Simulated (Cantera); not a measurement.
## Hydrocarbon pyrolysis for carbon deposition

An isothermal, constant-pressure homogeneous reactor starts with 3.21 % C2H6, 96.3 % H2, 0.513 % N2, at 1175 K and 80.0 Pa.

Computed with Cantera and GRI-Mech 3.0 (53 species, 325 reactions). GRI-Mech 3.0 stops at C3 and has no aromatics, soot or wall deposition, so with more carbon than oxygen in the feed, carbon stays in small species such as C2H2 where larger ones or solid carbon would form. Radical loss at walls, strong at low pressure, is not modelled.

```
t (s)       x C2H6   x H2     x CH4     x CH3    x C2H4    x C2H2     x CH2
--------  --------  -----  --------  --------  --------  --------  --------
7.00e-6     0.0321  0.963  5.99e-12   6.71e-9    <1e-12    <1e-12    <1e-12
1.86e-5     0.0321  0.963  4.21e-11   1.78e-8    <1e-12    <1e-12    <1e-12
4.93e-5     0.0321  0.963  2.96e-10   4.70e-8    <1e-12    <1e-12    <1e-12
0.000131    0.0321  0.963   2.06e-9   1.23e-7    <1e-12    <1e-12    <1e-12
0.000347    0.0321  0.963   1.42e-8   3.19e-7  3.25e-11    <1e-12    <1e-12
0.000921    0.0321  0.963   9.56e-8   7.88e-7   1.21e-9    <1e-12    <1e-12
0.00244     0.0321  0.963   5.97e-7   1.75e-6   3.99e-8    <1e-12    <1e-12
0.00648     0.0321  0.963   3.17e-6   3.06e-6   9.40e-7    <1e-12  1.18e-12
0.0172      0.0321  0.963   1.31e-5   4.05e-6   1.37e-5  1.05e-10  6.91e-12
0.0456      0.0319  0.963   5.26e-5   7.42e-6  0.000129   8.15e-9  3.73e-11
0.121       0.0309  0.963  0.000363   2.70e-5  0.000893   4.16e-7  3.77e-10
0.321       0.0254  0.961   0.00337   9.37e-5   0.00466   1.49e-5   3.05e-9
0.852      0.00878  0.954    0.0174  0.000122    0.0137  0.000297   6.35e-9
2.26      0.000578  0.951    0.0251   3.12e-5    0.0169   0.00144  8.74e-10
6.00       5.03e-5  0.951    0.0253   9.57e-6    0.0162   0.00251  8.97e-11
```
x: mole fraction; the columns are a selection and need not sum to one.

Equilibrium at this temperature and pressure: C2H6 5.27e-8, H2 0.960, CH4 0.00877, CH3 7.38e-7, C2H4 0.000333, C2H2 0.0242, CH2 1.56e-12 (gas phase only).
